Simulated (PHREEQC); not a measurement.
A PHREEQC speciation (ion-association model, phreeqc.dat) at 89 °C gives pH 2.33 and these molalities:

```json
[
 {"species": "HF", "mol/kgw": "0.0243"},
 {"species": "H+", "mol/kgw": "0.00506"},
 {"species": "H3PO4", "mol/kgw": "0.00243"},
 {"species": "H2PO4-", "mol/kgw": "0.00207"},
 {"species": "F-", "mol/kgw": "0.00107"},
 {"species": "SiF6-2", "mol/kgw": "0.000706"},
 {"species": "HSO4-", "mol/kgw": "0.000188"},
 {"species": "HF2-", "mol/kgw": "0.000108"},
 {"species": "H4SiO4", "mol/kgw": "0.000104"},
 {"species": "SO4-2", "mol/kgw": "0.000102"},
 {"species": "HPO4-2", "mol/kgw": "4.89e-8"}
]
```

Task: What are the element totals, and what could have been dissolved in 1 kg of water to give them?

Result: This is not unique; one that fits is totals F 0.0299, P 0.00450, S(6) 0.000290, Si 0.000810 mol/kgw, from 0.025 mol/kgw HF, 0.00081 mol/kgw H2SiF6, 0.0045 mol/kgw H3PO4 and 0.00029 mol/kgw H2SO4.

This is a speciation only: nothing precipitates in the calculation. Constants without temperature data keep their 25 °C values here. SiF6-2 is the database's only silicon fluoride.
